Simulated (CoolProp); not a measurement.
Vapour-liquid equilibrium of cis-2-butene (1) + methanol (2) at 381 K; x and y are mole fractions of (1).

Model: multi-fluid Helmholtz-energy mixture model, Lemmon 2005 and de Reuck 1993; pair parameters Bell 2016, in CoolProp.

| x | bubble pressure (kPa) | y at the bubble point | dew pressure at overall composition x (kPa) | liquid density (mol/L) |
|---|---|---|---|---|
| 0.05 | 757.8 | 0.404 | 475.0 | 20.70 |
| 0.2 | 1375 | 0.679 | (withheld) | 17.56 |
| 0.35 | 1604 | 0.732 | 695.8 | 14.99 |
| 0.5 | 1666 | 0.748 | 901.0 | 12.90 |
| 0.65 | 1707 | (withheld) | 1271 | (withheld) |
| 0.8 | 1746 | 0.816 | 1739 | 9.960 |
| 0.95 | 1708 | 0.933 | 1696 | 9.068 |

What belongs in the gaps?


- 0.2, dew pressure at overall composition x (kPa): 565.6
- 0.65, y at the bubble point: 0.767
- 0.65, liquid density (mol/L): 11.23

y crosses x between x = 0.8 and 0.95: the model has an azeotrope there.

The pair parameters rest on a limited set of measurements; away from them the model extrapolates. With so large a gap from Raoult's law the liquid may split in two, which this calculation doesn't test in full.
